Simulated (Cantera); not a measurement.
What does this Cantera script print?

```python
import numpy as np
import cantera as ct

gas = ct.Solution("gri30.yaml")
gas.TPX = 525, 620000, {'CH4': 1, 'H2': 0.069, 'O2': 1.7, 'N2': 5.59, 'H2O': 0.17}
flame = ct.FreeFlame(gas, width=0.011)
flame.set_refine_criteria(ratio=3, slope=0.08, curve=0.16)
flame.transport_model = "mixture-averaged"
flame.solve(loglevel=0, auto=True)
z, T = flame.grid, flame.T
thick = (T[-1] - T[0]) / np.gradient(T, z).max()
show = ['CH4', 'H2', 'O2', 'HCO', 'H', 'C2H2']
print(f"laminar burning velocity  {flame.velocity[0] * 100:.3f} cm/s")
print(f"burnt temperature         {T[-1]:.1f} K")
print(f"thermal thickness         {thick * 1e3:.4f} mm")
print(f"grid points               {len(z)}")
z0 = z[flame.heat_release_rate.argmax()]
print(f"{'z/mm':>9s}{'T/K':>9s}{'u/(m/s)':>9s}" + "".join(f"{s:>11s}" for s in show))
rows = []
for k in (-3, -2, -1.5, -1, -0.5, -0.25, 0, 0.25, 0.5, 1, 2, 4, 8):
    zz = z0 + k * thick
    rows.append([k * thick, np.interp(zz, z, T), np.interp(zz, z, flame.velocity),
                 *(np.interp(zz, z, flame.X[gas.species_index(s)]) for s in show)])
    print(f"{rows[-1][0] * 1e3:9.3f}{rows[-1][1]:9.1f}{rows[-1][2]:9.3f}" + "".join(f"{x:11.3e}" for x in rows[-1][3:]))
```

Result:

```
laminar burning velocity  57.331 cm/s
burnt temperature         2392.4 K
thermal thickness         0.0878 mm
grid points               150
     z/mm      T/K  u/(m/s)        CH4         H2         O2        HCO          H       C2H2
   -0.263    525.5    0.575  1.170e-01  9.548e-03  1.990e-01  2.962e-18  2.237e-14  2.403e-08
   -0.176    532.3    0.584  1.162e-01  1.223e-02  1.981e-01  2.124e-14  4.922e-12  5.685e-07
   -0.132    553.6    0.609  1.143e-01  1.522e-02  1.961e-01  1.313e-12  1.130e-10  2.975e-06
   -0.088    673.2    0.747  1.055e-01  2.070e-02  1.865e-01  3.375e-10  1.966e-08  2.506e-05
   -0.044   1189.1    1.342  6.946e-02  2.863e-02  1.384e-01  5.556e-07  2.261e-05  2.075e-04
   -0.022   1634.9    1.865  3.653e-02  3.258e-02  8.969e-02  9.338e-06  2.837e-04  4.926e-04
    0.000   2032.0    2.334  8.507e-03  3.370e-02  3.923e-02  2.500e-05  1.898e-03  7.935e-04
    0.022   2206.7    2.531  7.267e-04  3.085e-02  1.302e-02  1.098e-05  4.129e-03  2.341e-04
    0.044   2260.8    2.583  4.271e-05  2.921e-02  5.078e-03  1.370e-06  4.790e-03  2.186e-05
    0.088   2307.5    2.626  2.905e-07  2.897e-02  1.934e-03  2.269e-07  4.104e-03  2.410e-07
    0.176   2348.4    2.667  2.819e-10  2.880e-02  8.764e-04  1.414e-07  2.803e-03  4.468e-10
    0.351   2376.2    2.695  6.827e-13  2.848e-02  3.638e-04  8.724e-08  1.760e-03  3.159e-13
    0.702   2388.8    2.707  7.632e-13  2.832e-02  1.750e-04  6.073e-08  1.227e-03  8.564e-16
```

Detailed kinetics in Cantera: GRI-Mech 3.0 (53 species, 325 reactions). Burning velocities carry a grid error of a few per cent, more on coarse grids.
